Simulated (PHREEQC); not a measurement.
## Reverse-osmosis permeate: an equilibrium model

Synthetic water in mg/L, 25 °C, pH 6.34, pe 1.3: Na 4.23; K 0.162; Ca 0.609; Mg 0.427; Cl 0.821; S(6) as SO4 6.13; Alkalinity as HCO3 5.7; Br 0.461; Ba 0.252; Fe(2) 0.00527; Sr 0.162; B 0.0157.

Valence states are taken as typed.

The numbers come from PHREEQC with the ion-association model, wateq4f.dat.

This is a speciation only: nothing precipitates in the calculation.

**Question.** What charge-balance error does the model give?

**Answer.** charge-balance error 2.2 %.

**Question.** In which forms is Sr present?

**Answer.** Sr+2 99 %, SrSO4 1.0 % of the Sr.

Species that the database lacks are ignored.
